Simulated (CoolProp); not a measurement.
Saturation properties of propyne.

Model: reference Helmholtz-energy equation of state, Polt 1992, in CoolProp. This equation is an older, rougher fit; its heat capacities, sound speeds and derivatives of the liquid may be far off and weren't checked against measurements.

```csv
T (K),p (bar),liquid density (kg/m³),vapour density (kg/m³),surface tension (mN/m)
293.1,5.022,619.6,9.169,12.1
300.6,6.248,607.4,11.32,…
308.1,7.692,595.0,13.88,10.1
315.5,…,582.6,16.85,9.15
323,11.31,569.6,…,8.20
330.5,13.56,556.1,24.61,7.28
338,16.13,542.0,29.57,6.37
345.5,19.06,527.1,35.45,5.49
353,22.37,511.2,42.46,…
360.4,26.04,494.3,50.75,3.81
367.9,30.21,475.4,60.97,3.00
375.4,34.85,454.1,73.68,2.24
```

**Question.** Fill in the missing entries.

**Answer.** 
- 300.6, surface tension (mN/m): 11.1
- 315.5, p (bar): 9.356
- 323, vapour density (kg/m³): 20.41
- 353, surface tension (mN/m): 4.63

Surface tension comes from a separate correlation (Mulero 2012).
